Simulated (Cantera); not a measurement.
An adiabatic, constant-pressure homogeneous reactor starts with C3H8 : O2 : N2 : H2O : H2 = 1 : 6.49 : 24.4 : 4 : 1.6 (molar parts), at 950 K and 1.50 bar.

Cantera simulation using GRI-Mech 3.0 (53 species, 325 reactions); the numbers are that mechanism's predictions, not measurements. GRI-Mech 3.0 was tuned for natural gas; its chemistry of propane as a main component is partial and can be far from experiment. Below about 1000 K GRI-Mech 3.0 lacks low-temperature oxidation paths.

x: mole fraction; the columns are a selection and need not sum to one.

```tsv
t (s)	T (K)	x C3H8	x O2	x H2O	x N2O	x CH2CO	x C2H4	x C2H6
2.00e-6	950	0.0267	0.173	0.107	<1e-12	<1e-12	1.36e-11	<1e-12
5.52e-6	950	0.0267	0.173	0.107	<1e-12	<1e-12	7.35e-11	<1e-12
1.53e-5	950	0.0267	0.173	0.107	<1e-12	<1e-12	2.94e-10	<1e-12
4.21e-5	950	0.0267	0.173	0.107	<1e-12	<1e-12	9.85e-10	2.84e-12
0.000116	950	0.0267	0.173	0.107	<1e-12	<1e-12	3.34e-9	8.24e-12
0.000321	950	0.0267	0.173	0.107	<1e-12	<1e-12	1.27e-8	2.37e-11
0.000887	950	0.0267	0.173	0.107	<1e-12	<1e-12	5.43e-8	7.26e-11
0.00245	950	0.0267	0.173	0.107	<1e-12	<1e-12	2.62e-7	2.70e-10
0.00676	950	0.0267	0.173	0.107	<1e-12	3.00e-12	1.95e-6	___
0.0187	950	0.0266	0.173	0.107	2.92e-12	3.97e-9	6.99e-5	___
0.0516	963	0.0231	0.170	0.109	7.22e-11	1.02e-5	0.00347	___
0.142	2401	<1e-12	0.0201	0.242	3.26e-7	<1e-12	<1e-12	<1e-12
0.393	2401	<1e-12	0.0200	0.242	3.27e-7	<1e-12	<1e-12	<1e-12
1.09	2401	<1e-12	0.0200	0.242	3.27e-7	<1e-12	<1e-12	<1e-12
3.00	2401	<1e-12	0.0200	0.242	3.27e-7	<1e-12	<1e-12	<1e-12
```

Problem. What belongs in the gaps?

Solution. 
- 0.00676, x C2H6: 2.74e-9
- 0.0187, x C2H6: 1.01e-6
- 0.0516, x C2H6: 0.000149
